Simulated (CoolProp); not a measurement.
Values from CoolProp's reference Helmholtz-energy equation of state, Gao 2020.

**Question.** For ammonia, give the phase and the cp (kJ/(kg K)), conductivity (mW/(m K)) at 516.5 K and 91.6 bar; 698.9 K and 65.1 bar.

**Answer.** 
- 516.5 K and 91.6 bar: gas; cp 3.19, conductivity 64.6
- 698.9 K and 65.1 bar: gas; cp 2.96, conductivity 81.8

Thermal conductivity comes from a separate model (Tufeu 1984).
